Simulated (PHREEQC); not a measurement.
0.044 g of hydrous ferric oxide (600 m²/g; 0.2 weak and 0.005 strong sites per Fe, Dzombak-Morel constants, diffuse double layer) in 1 kg of water with 0.001 mol/kgw of an inert sodium salt and 1.7e-05 mol/kgw NaH2PO4, 0.00014 mol/kgw CaCl2 and 0.00027 mol/kgw NiCl2, at 25 °C; the pH is set by adding NaOH or the inert anion's acid. Oxygen alone is held at its pressure in air (log pO2 = -0.68). No CO2 enters from the air. Precipitation was switched off in this run.

Equilibrium calculation in PHREEQC: ion-association model, wateq4f.dat.

```
pH   P sorbed (%)  Ca sorbed (%)  Ni sorbed (%)  surface charge σ (C/m²)  surface potential ψ (mV)
---  ------------  -------------  -------------  -----------------------  ------------------------
4           100.0            0.0            0.0                    0.105                       185
4.5         100.0            0.0            0.0                    0.070                       165
5           100.0            0.0            0.1                    0.044                       142
5.5         100.0            0.0            0.5                    0.027                       118
6           100.0            0.0            1.2                    0.016                        92
6.5          99.9            0.0            3.6                    0.010                        69
7            99.8            0.0           10.4                    0.008                        60
7.5          99.8            0.0           16.5                    0.009                        63
8            99.7            0.0           19.9                    0.009                        66
8.5          99.3            0.0           21.5                    0.009                        66
9            97.7            0.0           22.0                    0.009                        65
9.5          90.2            0.0           21.8                    0.008                        59
10           57.1            0.1           20.6                    0.005                        43
```

Along this series the solution becomes supersaturated in solids that the run did not let form, among them Hydroxyapatite, Ni(OH)2, Ni3(PO4)2. Species that the database lacks are ignored. H3PO4, which wateq4f.dat lacks, is added to it with the constant of phreeqc.dat. The database has no phosphate complexes of Ni.
